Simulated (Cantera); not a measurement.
Feed: 1 mol SiH4, 0.76 mol C2H4, 290 mol H2, 0.74 mol C3H8, at 0.100 bar.

These are equilibrium values from Cantera (NASA tables, ideal gas, pure condensed phases), not measurements of a reactor. Candidate condensed phases: C, C6H6, C7H8, C8H18, Si, SiC; 87 gas species. Gases not in the tables: Si2H6 and higher silanes. The numbers say what is thermodynamically allowed, not how fast it happens. All values below are at 2073 K.

Base state: H2 0.990, H 0.00828, C2H2 (acetylene) 0.00121, Si 7.09e-5, CH4 3.45e-5, SiH 1.28e-5, SiH2 1.12e-5 (mole fractions); condensed: C(graphite) + SiC(s).

What changes in the equilibrium state with this change: pressure from 0.100 bar to 0.00390 bar?


```json
[
 {"species": "H2", "before": "0.990", "after": "0.956"},
 {"species": "H", "before": "0.00828", "after": "0.0412"},
 {"species": "Si", "before": "7.09e-5", "after": "0.00182"},
 {"species": "CH4", "before": "3.45e-5", "after": "1.25e-6"},
 {"species": "SiC2", "before": "4.07e-6", "after": "0.000104"},
 {"species": "Si2C", "before": "2.61e-6", "after": "6.70e-5"},
 {"species": "C(graphite), mol", "before": "2.03", "after": "2.59"},
 {"species": "SiC(s), mol", "before": "0.969", "after": "0.353"}
]
```
